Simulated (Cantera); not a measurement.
Feed: 1 mol Si, a varied amount of HF, 2.5 mol N₂, equilibrated at 1050 K and 1.00 Torr.

Cantera equilibrium calculation (NASA polynomials, part measured and part estimated; ideal gas, pure solids and liquids). Candidate condensed phases: Si, Si₃N₄; 37 gas species. N₂ is the only nitrogen source here; it is nearly inert below about 1500 K, so the nitride shown seldom forms there in practice. The tables' values for SiF₃ are old estimates; treat these amounts as uncertain. Rates play no part.

x: gas mole fraction; n: condensed amount in mol.

```json
[
 {"n(HF) (mol)": "2.1", "x N₂": "0.581", "x HF": "0.00101", "x H₂": "0.279", "x SiF₄": "0.139", "x SiHF₃": "0.000181", "x SiF₃": "0.000115", "x SiF₂": "1.65e-7", "n Si₃N₄(s)": "0.159"},
 {"n(HF) (mol)": "2.6", "x N₂": "0.537", "x HF": "0.00107", "x H₂": "?", "x SiF₄": "?", "x SiHF₃": "?", "x SiF₃": "0.000125", "x SiF₂": "1.78e-7", "n Si₃N₄(s)": "?"},
 {"n(HF) (mol)": "3.2", "x N₂": "?", "x HF": "0.00113", "x H₂": "0.335", "x SiF₄": "0.167", "x SiHF₃": "?", "x SiF₃": "0.000135", "x SiF₂": "1.91e-7", "n Si₃N₄(s)": "?"},
 {"n(HF) (mol)": "4.1", "x N₂": "0.446", "x HF": "0.0179", "x H₂": "0.357", "x SiF₄": "0.179", "x SiHF₃": "1.68e-5", "x SiF₃": "9.36e-6", "x SiF₂": "8.61e-10", "n Si₃N₄(s)": "0"},
 {"n(HF) (mol)": "5.1", "x N₂": "0.379", "x HF": "0.167", "x H₂": "0.303", "x SiF₄": "0.152", "x SiHF₃": "1.30e-6", "x SiF₃": "7.85e-7", "x SiF₂": "7.14e-12", "n Si₃N₄(s)": "0"},
 {"n(HF) (mol)": "6.4", "x N₂": "0.316", "x HF": "0.304", "x H₂": "0.253", "x SiF₄": "0.127", "x SiHF₃": "4.97e-7", "x SiF₃": "3.29e-7", "x SiF₂": "1.50e-12", "n Si₃N₄(s)": "0"},
 {"n(HF) (mol)": "8", "x N₂": "0.263", "x HF": "0.421", "x H₂": "0.211", "x SiF₄": "0.105", "x SiHF₃": "2.48e-7", "x SiF₃": "1.80e-7", "x SiF₂": "<1e-12", "n Si₃N₄(s)": "0"},
 {"n(HF) (mol)": "10", "x N₂": "0.217", "x HF": "0.522", "x H₂": "0.174", "x SiF₄": "0.0870", "x SiHF₃": "1.36e-7", "x SiF₃": "1.09e-7", "x SiF₂": "<1e-12", "n Si₃N₄(s)": "0"}
]
```

**Question.** Some entries are withheld; supply them.

**Answer.** 
- 2.6, x H₂: 0.308
- 2.6, x SiF₄: 0.154
- 2.6, x SiHF₃: 0.000208
- 2.6, n Si₃N₄(s): 0.117
- 3.2, x N₂: 0.496
- 3.2, x SiHF₃: 0.000234
- 3.2, n Si₃N₄(s): 0.0670
